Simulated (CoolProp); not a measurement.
Properties of hydrogen chloride at several states.

Model: reference Helmholtz-energy equation of state, Thol 2018, in CoolProp.

```tsv
T (K)	p (kPa)	phase	density (kg/m³)	fugacity coefficient
602.1	42800	supercritical	334.9	0.8599
420.6	418	gas	4.395	0.9916
629.5	174	gas	1.213	0.9992
251.3	75.9	gas	1.335	0.9922
567.9	10.6	gas	0.08186	0.9999
```
